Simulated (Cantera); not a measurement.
# Low-pressure radical oxidation in H2/O2

An isothermal, constant-pressure homogeneous reactor starts with 4.21 % H2, 95.8 % O2, at 925 K and 0.0267 bar.

Cantera simulation using GRI-Mech 3.0 (53 species, 325 reactions); the numbers are that mechanism's predictions, not measurements. Radical loss at walls, strong at low pressure, is not modelled. Below about 950 K walls govern HO2 and H2O2 in real vessels. The temperature is held fixed by assumption; the heat of reaction is taken as removed at once.

```json
[
 {"t (s)": "0.000500", "x H2": "0.0421", "x O2": "0.958", "x H": "4.84e-11", "x H2O": "7.40e-11", "x HO2": "4.76e-11", "x O": "6.31e-11"},
 {"t (s)": "0.00230", "x H2": "0.0421", "x O2": "0.958", "x H": "2.49e-8", "x H2O": "6.81e-8", "x HO2": "3.97e-9", "x O": "3.96e-8"},
 {"t (s)": "0.0106", "x H2": "0.00209", "x O2": "0.952", "x H": "0.00195", "x H2O": "0.0393", "x HO2": "1.60e-5", "x O": "0.00403"},
 {"t (s)": "0.0486", "x H2": "8.69e-5", "x O2": "0.957", "x H": "6.61e-6", "x H2O": "0.0429", "x HO2": "2.79e-6", "x O": "0.000166"},
 {"t (s)": "0.224", "x H2": "8.26e-6", "x O2": "0.957", "x H": "1.16e-7", "x H2O": "0.0430", "x HO2": "4.32e-7", "x O": "1.14e-5"},
 {"t (s)": "1.03", "x H2": "4.87e-7", "x O2": "0.957", "x H": "2.89e-9", "x H2O": "0.0430", "x HO2": "5.01e-8", "x O": "9.59e-7"},
 {"t (s)": "4.73", "x H2": "1.14e-8", "x O2": "0.957", "x H": "1.08e-10", "x H2O": "0.0431", "x HO2": "6.21e-9", "x O": "1.09e-7"},
 {"t (s)": "21.7", "x H2": "5.31e-10", "x O2": "0.957", "x H": "6.86e-12", "x H2O": "0.0431", "x HO2": "1.05e-9", "x O": "1.75e-8"},
 {"t (s)": "100", "x H2": "8.79e-11", "x O2": "0.957", "x H": "<1e-12", "x H2O": "0.0431", "x HO2": "2.36e-10", "x O": "3.34e-9"}
]
```
x: mole fraction; the columns are a selection and need not sum to one.

Equilibrium at this temperature and pressure: H2 2.12e-12, O2 0.957, H <1e-12, H2O 0.0431, HO2 2.11e-10, O 8.08e-11 (gas phase only).
